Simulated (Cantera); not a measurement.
Feed: 1 mol PbO, 5.5 mol CO, 0.38 mol H₂, equilibrated at 2048 K and 3.80 bar.

Cantera equilibrium calculation (NASA polynomials, part measured and part estimated; ideal gas, pure solids and liquids). Candidate condensed phases: C, C₆H₆, C₇H₈, C₈H₁₈, H₂O, Pb, PbO, PbO₂, Pb₃O₄; 113 gas species. Gases not in the tables: (PbO)n polymers. The numbers say what is thermodynamically allowed, not how fast it happens.

Base state: CO 0.680, Pb 0.144, CO₂ 0.120, H₂ 0.0300, H₂O 0.0251, PbO 0.000651, Pb₂ 0.000350, H 0.000199 (mole fractions); condensed: gas only.

**Question.** What changes in the equilibrium state with this change: PbO replaced by SiO₂?

**Answer.** 
```json
[
 {"species": "CO", "before": "0.680", "after": "0.930"},
 {"species": "H₂", "before": "0.0300", "after": "0.0635"},
 {"species": "SiO", "before": "0", "after": "0.00319"},
 {"species": "Pb", "before": "0.144", "after": "0"},
 {"species": "CO₂", "before": "0.120", "after": "0.00241"},
 {"species": "H₂O", "before": "0.0251", "after": "0.000783"},
 {"species": "PbO", "before": "0.000651", "after": "0"},
 {"species": "Pb₂", "before": "0.000350", "after": "0"},
 {"species": "OH", "before": "1.81e-5", "after": "3.89e-7"},
 {"species": "H", "before": "0.000199", "after": "0.000289"},
 {"species": "SiO₂(l), mol", "before": "0", "after": "0.981"}
]
```
The tables hold silica as quartz up to 1696 K and as liquid above; real silica turns to tridymite and cristobalite and melts near 1996 K. Further candidate phases: Si, SiC, SiO₂.

**Question.** What changes in the equilibrium state with this change: temperature from 2048 K to 948 K?

**Answer.** 
```json
[
 {"species": "CO₂", "before": "0.120", "after": "0.608"},
 {"species": "CO", "before": "0.680", "after": "0.302"},
 {"species": "H₂O", "before": "0.0251", "after": "0.0469"},
 {"species": "Pb", "before": "0.144", "after": "1.26e-6"},
 {"species": "H₂", "before": "0.0300", "after": "0.0422"},
 {"species": "CH₄", "before": "<1e-9", "after": "0.00116"},
 {"species": "PbO", "before": "0.000651", "after": "<1e-9"},
 {"species": "Pb₂", "before": "0.000350", "after": "<1e-9"},
 {"species": "H", "before": "0.000199", "after": "<1e-9"},
 {"species": "OH", "before": "1.81e-5", "after": "<1e-9"},
 {"species": "C(graphite), mol", "before": "0", "after": "1.71"},
 {"species": "Pb(l), mol", "before": "0", "after": "1.000"}
]
```
